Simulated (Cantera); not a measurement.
Input (Python, Cantera):

```python
import numpy as np
import cantera as ct

gas = ct.Solution("gri30.yaml")
gas.TPX = 1375, 101325, {'CO': 0.029, 'O2': 0.028, 'H2O': 0.00012, 'N2': 1}
reactor = ct.IdealGasConstPressureReactor(gas, energy="off", clone=False)
net = ct.ReactorNet([reactor])
net.rtol, net.atol = 1e-08, 1e-18
show = ['CO', 'O2', 'H2O', 'N2O', 'NO', 'H2', 'OH']
times = np.geomspace(2e-06, 6, 14)

steps = ct.SolutionArray(gas, extra=["t"])
rows = []
print(f"{'t/s':>10s}{'T/K':>9s}{'P/Pa':>11s}" + "".join(f"{s:>11s}" for s in show))
for t in times:
    while net.time < t:
        t_next = net.step()
        steps.append(gas.state, t=t_next)
    rows.append([np.interp(t, steps.t, y) for y in (steps.T, steps.P, *steps(*show).X.T)])
    print(f"{t:10.3e}{rows[-1][0]:9.1f}{rows[-1][1]:11.4g}" + "".join(f"{x:11.3e}" for x in rows[-1][2:]))
rate = np.gradient(steps.T, steps.t)
print("integrator steps:", len(steps.t))
if steps.T.max() > steps.T[0] + 200:
    print(f"time of steepest temperature rise: {steps.t[rate.argmax()]:.4e} s")
gas.TPX = 1375, 101325, {'CO': 0.029, 'O2': 0.028, 'H2O': 0.00012, 'N2': 1}
gas.equilibrate("TP")
print(f"equilibrium (TP): T = {gas.T:.1f} K  " + "  ".join(f"{s} {gas[s].X[0]:.3e}" for s in show))
```

It prints:

```
       t/s      T/K       P/Pa         CO         O2        H2O        N2O         NO         H2         OH
 2.000e-06   1375.0  1.013e+05  2.743e-02  2.649e-02  1.135e-04  1.600e-15  8.692e-19  5.154e-19  1.902e-13
 6.299e-06   1375.0  1.013e+05  2.743e-02  2.649e-02  1.135e-04  9.997e-15  1.020e-17  2.064e-17  1.034e-12
 1.984e-05   1375.0  1.013e+05  2.743e-02  2.649e-02  1.135e-04  8.061e-14  1.228e-16  9.349e-16  6.848e-12
 6.248e-05   1375.0  1.013e+05  2.743e-02  2.649e-02  1.135e-04  7.382e-13  1.349e-15  3.743e-14  5.139e-11
 1.968e-04   1375.0  1.013e+05  2.743e-02  2.649e-02  1.135e-04  7.074e-12  1.379e-14  1.213e-12  4.166e-10
 6.198e-04   1375.0  1.013e+05  2.743e-02  2.649e-02  1.135e-04  7.223e-11  1.442e-13  3.589e-11  3.691e-09
 1.952e-03   1375.0  1.013e+05  2.743e-02  2.648e-02  1.134e-04  1.326e-09  2.819e-12  1.666e-09  6.402e-08
 6.148e-03   1375.0  1.013e+05  2.559e-02  2.514e-02  8.694e-05  6.155e-07  5.064e-08  1.541e-06  1.891e-05
 1.936e-02   1375.0  1.013e+05  6.649e-03  1.576e-02  6.986e-05  1.856e-06  6.748e-06  2.975e-06  3.044e-05
 6.098e-02   1375.0  1.013e+05  8.712e-04  1.331e-02  1.054e-04  2.059e-06  1.060e-05  6.842e-07  1.389e-05
 1.921e-01   1375.0  1.013e+05  9.799e-05  1.298e-02  1.123e-04  1.720e-06  1.183e-05  7.882e-08  5.133e-06
 6.049e-01   1375.0  1.013e+05  9.683e-06  1.295e-02  1.141e-04  5.171e-07  1.211e-05  8.366e-09  1.901e-06
 1.905e+00   1375.0  1.013e+05  9.806e-07  1.294e-02  1.147e-04  4.825e-08  1.219e-05  1.092e-09  7.276e-07
 6.000e+00   1375.0  1.013e+05  1.864e-07  1.294e-02  1.149e-04  1.358e-08  1.222e-05  3.404e-10  4.213e-07
integrator steps: 1644
equilibrium (TP): T = 1375.0 K  CO 1.551e-07  O2 1.286e-02  H2O 1.149e-04  N2O 1.227e-08  NO 1.724e-04  H2 3.099e-10  OH 4.025e-07
```

Cantera simulation using GRI-Mech 3.0 (53 species, 325 reactions); the numbers are that mechanism's predictions, not measurements.
